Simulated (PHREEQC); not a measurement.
Consider water at 25 °C with 32 mmol/kgw CuSO4, 14 mmol/kgw H2SO4 and 0.048 mmol/kgw FeCl3. It is in equilibrium with CO2 at log p = -2 (atm). Otherwise closed; pH follows from the charge balance.

Computed with PHREEQC (ion-association model, wateq4f.dat).

Q: The ionic strength comes out as 0.0948 mol/kgw. What activity coefficients do Fe+3, Cu+2, SO4-2, HSO4-, FeSO4+ get?

A: Fe+3 0.18, Cu+2 0.41, SO4-2 0.38, HSO4- 0.78, FeSO4+ 0.79.

No solid was allowed to form. Saturation is exceeded, for instance for Hematite (slow to form), Goethite (slow to form); the values hold only as long as no solid forms. Species that the database lacks are ignored.
